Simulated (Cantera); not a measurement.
Feed: 1 mol H₂O, 6.1 mol H₂, 3.1 mol O₂, held at 1.00 bar.

These are equilibrium values from Cantera (NASA tables, ideal gas, pure condensed phases), not measurements of a reactor. Candidate condensed phases: H₂O; 9 gas species. Kinetics and transport are ignored. All values below are at 2952 °C.

Base state: H₂O 0.459, H₂ 0.170, OH 0.131, H 0.124, O₂ 0.0601, O 0.0569, HO₂ 5.21e-5 (mole fractions); condensed: gas only.

**Question.** What changes in the equilibrium state with this change: pressure from 1.00 bar to 18.0 bar?

**Answer.** 
```
species   before    after
-------  -------  -------
H₂O        0.459    0.774
H₂         0.170   0.0900
OH         0.131   0.0713
H          0.124   0.0212
O         0.0569   0.0101
O₂        0.0601   0.0338
H₂O₂     2.73e-6  1.46e-5
HO₂      5.21e-5  9.05e-5
```
